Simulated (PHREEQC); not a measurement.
A solution holds 0.15 mol KCl per kg of water, at 81 °C. Closed to the air; pH follows from the charge balance.

Computed with PHREEQC (ion-association model, phreeqc.dat).

Each row changes one thing in this solution. Precipitation was switched off in this run.

```csv
case,pH,ionic strength (mol/kgw),SI of Sylvite (KCl)
as made,6.26,0.150,-3.08
0.092 mol/kgw NH3 added,9.68,0.152,-3.08
0.059 mol/kgw NH3 added,9.59,0.151,-3.08
0.082 mol/kgw LiOH added,11.31,0.232,-3.12
diluted 10-fold with water,6.28,0.0150,-4.90
temperature from 81 to 50 °C,6.61,0.150,-2.94
```

Constants without temperature data keep their 25 °C values here.
